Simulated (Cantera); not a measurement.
What does this Cantera script print?

```python
import numpy as np
import cantera as ct

gas = ct.Solution("gri30.yaml")
gas.TPX = 1800, 1200000, {'CH3OH': 1, 'O2': 1.92, 'N2': 15.6}
reactor = ct.IdealGasConstPressureReactor(gas, energy="on", clone=False)
net = ct.ReactorNet([reactor])
net.rtol, net.atol = 1e-08, 1e-16
show = ['CH3OH', 'O2', 'HO2', 'CH3', 'CO2', 'CH2O', 'C2H4']
times = np.geomspace(2e-06, 4, 10)

steps = ct.SolutionArray(gas, extra=["t"])
rows = []
print(f"{'t/s':>10s}{'T/K':>9s}{'P/Pa':>11s}" + "".join(f"{s:>11s}" for s in show))
for t in times:
    while net.time < t:
        t_next = net.step()
        steps.append(gas.state, t=t_next)
    rows.append([np.interp(t, steps.t, y) for y in (steps.T, steps.P, *steps(*show).X.T)])
    print(f"{t:10.3e}{rows[-1][0]:9.1f}{rows[-1][1]:11.4g}" + "".join(f"{x:11.3e}" for x in rows[-1][2:]))
rate = np.gradient(steps.T, steps.t)
print("integrator steps:", len(steps.t))
if steps.T.max() > steps.T[0] + 200:
    print(f"time of steepest temperature rise: {steps.t[rate.argmax()]:.4e} s")
gas.TPX = 1800, 1200000, {'CH3OH': 1, 'O2': 1.92, 'N2': 15.6}
gas.equilibrate("HP")
print(f"equilibrium (HP): T = {gas.T:.1f} K  " + "  ".join(f"{s} {gas[s].X[0]:.3e}" for s in show))
```

Result:

```
       t/s      T/K       P/Pa      CH3OH         O2        HO2        CH3        CO2       CH2O       C2H4
 2.000e-06   1821.4    1.2e+06  4.017e-02  9.639e-02  1.664e-03  5.449e-05  1.857e-04  1.001e-02  2.231e-06
 1.003e-05   2475.5    1.2e+06  7.190e-16  2.847e-02  1.395e-05  7.766e-15  3.597e-02  3.566e-10  1.837e-23
 5.026e-05   2613.4    1.2e+06  4.041e-17  2.364e-02  6.869e-06  4.977e-16  4.633e-02  5.462e-11  2.197e-25
 2.520e-04   2612.5    1.2e+06  3.901e-17  2.304e-02  6.680e-06  4.815e-16  4.645e-02  5.305e-11  2.072e-25
 1.263e-03   2605.1    1.2e+06  4.023e-17  2.123e-02  6.178e-06  4.882e-16  4.643e-02  5.372e-11  2.145e-25
 6.333e-03   2599.1    1.2e+06  4.142e-17  1.980e-02  5.781e-06  4.947e-16  4.641e-02  5.444e-11  2.215e-25
 3.175e-02   2599.0    1.2e+06  4.145e-17  1.978e-02  5.775e-06  4.948e-16  4.641e-02  5.446e-11  2.216e-25
 1.592e-01   2599.0    1.2e+06  4.145e-17  1.978e-02  5.775e-06  4.948e-16  4.641e-02  5.446e-11  2.216e-25
 7.979e-01   2599.0    1.2e+06  4.145e-17  1.978e-02  5.775e-06  4.948e-16  4.641e-02  5.446e-11  2.216e-25
 4.000e+00   2599.0    1.2e+06  4.145e-17  1.978e-02  5.775e-06  4.948e-16  4.641e-02  5.446e-11  2.216e-25
integrator steps: 1647
time of steepest temperature rise: 4.4796e-06 s
equilibrium (HP): T = 2599.0 K  CH3OH 4.352e-17  O2 1.978e-02  HO2 5.775e-06  CH3 6.615e-16  CO2 4.641e-02  CH2O 5.446e-11  C2H4 2.532e-25
```

Computed with Cantera and GRI-Mech 3.0 (53 species, 325 reactions). GRI-Mech 3.0 was tuned for natural gas; its chemistry of methanol as a main component is partial and can be far from experiment. The pressure lies above the range GRI-Mech 3.0 was tuned for (to about 10 atm).
